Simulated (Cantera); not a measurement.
**Premixed flame**

A freely propagating, adiabatic, planar premixed flame of H2 : O2 : N2 = 1 : 0.357 : 1.34 (molar parts), unburnt at 523 K and 3.00 bar; mixture-averaged transport, grid criteria slope 0.08 and curve 0.16, no radiation.

Detailed kinetics in Cantera: the H2/O2 subset of GRI-Mech 3.0, which has no nitrogen chemistry. The hydrogen kinetics of GRI-Mech 3.0 are dated; newer H2 mechanisms differ, most at raised pressure. Burning velocities carry a grid error of a few per cent, more on coarse grids.

```
z (mm)   T (K)  u (m/s)   x H2      x O2     x OH       x O      x H     x HO2
-------  -----  -------  -----  --------  -------  --------  -------  --------
-0.307     523     7.29  0.371     0.132    <1e-8     <1e-8    <1e-8     <1e-8
-0.204     523     7.29  0.371     0.132    <1e-8     <1e-8    <1e-8     <1e-8
-0.153     523     7.29  0.371     0.132    <1e-8     <1e-8    <1e-8     <1e-8
-0.102     523     7.29  0.371     0.132    <1e-8     <1e-8    <1e-8   3.98e-7
-0.0511    545     7.53  0.364     0.133  2.81e-5   5.14e-6  3.94e-5  0.000295
-0.0255    809     10.8  0.327     0.128  0.00113  0.000274  0.00419  0.000557
0         1280     16.6  0.238    0.0935  0.00303   0.00314   0.0286  0.000228
0.0255    1619     20.7  0.150    0.0403  0.00749   0.00614   0.0553   8.84e-5
0.0511    1790     22.7  0.116    0.0155   0.0104   0.00591   0.0616   3.23e-5
0.102     1949     24.5  0.107   0.00585   0.0122   0.00467   0.0537   1.14e-5
0.204     2099     26.1  0.110   0.00344   0.0119   0.00311   0.0401   6.26e-6
0.409     2230     27.5  0.113   0.00192   0.0101   0.00173   0.0277   3.36e-6
0.818     2331     28.5  0.115  0.000919  0.00769  0.000821   0.0180   1.58e-6
```
x: mole fraction of selected species; z is measured from the peak of heat release.

```json
{
 "laminar_burning_velocity": "729 cm/s",
 "thermal_thickness": "0.102 mm",
 "peak x(OH)": "0.0123",
 "peak x(O)": "0.00625",
 "peak x(H)": "0.0616",
 "peak x(HO2)": "0.000748"
}
```
